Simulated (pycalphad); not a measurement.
CALPHAD calculation (pycalphad, COST 507 light-alloy database (1999)), 1 atm. The data set is of 1999 and partly superseded. Kinetics are ignored, which matters at the lower temperatures.

**Ti-0.8685Hf-1.898B (wt.%): equilibrium cooling sequence**

```csv
T (°C),phases above,phases below
1566.0,LIQUID,BM + LIQUID
1540.9,BM + LIQUID,BCC_A2 + BM
881.0,BCC_A2 + BM,BCC_A2 + BM + HCP_A3
880.4,BCC_A2 + BM + HCP_A3,BM + HCP_A3
```

Changes were sought between steps of 75 K, so a narrower field can be missed.

Database names, with the compositions (at.%) that they take in these runs: BM: Ti 50 B 50. BCC_A2 is bcc; HCP_A3 is hcp.
